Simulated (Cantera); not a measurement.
A closed system holds: 1 mol Si2H6, 0.12 mol O3, 4.4 mol N2, at 1000 °C and 0.100 bar.

Method: chemical equilibrium by Gibbs-energy minimisation in Cantera with the NASA 1993 tables (ideal gas, pure condensed phases). Candidate condensed phases: H2O, Si, SiO2, Si2N2O, Si3N4; 35 gas species. The feed counts by its element totals alone. N2 is the only nitrogen source here; it is nearly inert below about 1500 K, so the nitride shown seldom forms there in practice. Mutual solubility and eutectic melting of coexisting phases are not modelled. The numbers say what is thermodynamically allowed, not how fast it happens.

Base state: N2 0.515, H2 0.485 (mole fractions); condensed: Si2N2O(s) + Si3N4(s).

Problem. What changes in the equilibrium state with this change: temperature from 1000 °C to 1752 °C?

Solution. 
```json
[
 {"species": "N2", "before": "0.515", "after": "0.566"},
 {"species": "H2", "before": "0.485", "after": "0.384"},
 {"species": "SiO", "before": "<1e-9", "after": "0.0463"},
 {"species": "Si", "before": "<1e-9", "after": "0.000582"},
 {"species": "SiH", "before": "<1e-9", "after": "7.30e-5"},
 {"species": "SiH2", "before": "<1e-9", "after": "4.69e-5"},
 {"species": "Si2N2O(s), mol", "before": "0.360", "after": "0"},
 {"species": "Si3N4(s), mol", "before": "0.427", "after": "0"},
 {"species": "Si(l), mol", "before": "0", "after": "1.63"}
]
```
The tables' values for SiN are old estimates; treat these amounts as uncertain. Gases not in the tables: Si2H6 and higher silanes.
